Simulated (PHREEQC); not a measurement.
A solution holds 0.08 mol/kgw HF, 3e-05 mol/kgw (NH4)2SiF6 and 0.00024 mol/kgw HBF4, at 25 °C. Closed to the air; pH follows from the charge balance.

Model: ion-association model, wateq4f.dat, run in PHREEQC.

```csv
quantity,before,after
pH,2.16,2.14
ionic strength (mol/kgw),0.00752,0.00793
HF (mol/kgw),0.0555,0.0496
H2F2 (mol/kgw),0.00803,0.0108
F- (mol/kgw),0.00593,0.00653
HF2- (mol/kgw),0.00126,0.00108
SI of Quartz (SiO2),-8.62,-9.36
```

Question: Which change was made?
A. temperature from 25 to 10 °C
B. HBF4 left out
C. HF from 0.08 to 0.016 mol/kgw
D. (NH4)2SiF6 from 3e-05 to 3.3e-05 mol/kgw
E. temperature from 25 to 60 °C

Answer: A, temperature from 25 to 10 °C

Precipitation was switched off in this run. wateq4f.dat counts part of the HF as a dimer, H2F2, which phreeqc.dat doesn't know; its constant is uncertain. Constants without temperature data keep their 25 °C values here. SiF6-2 is the database's only silicon fluoride. Real BF4- forms and hydrolyses slowly; the run takes it at equilibrium.
